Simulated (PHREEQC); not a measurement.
# Copper plating or etch bath: an equilibrium model

Dissolve 0.11 mol/kgw Cu(NO3)2 and 0.01 mol/kgw NaCl at 25 °C. Closed to the air; pH follows from the charge balance.

Model: ion-association model, wateq4f.dat, run in PHREEQC.

This is a speciation only: nothing precipitates in the calculation.

Predict the pH.

pH 4.21.

In which forms is Cl present?

Cl- 92 %, CuCl+ 7.5 % of the Cl.
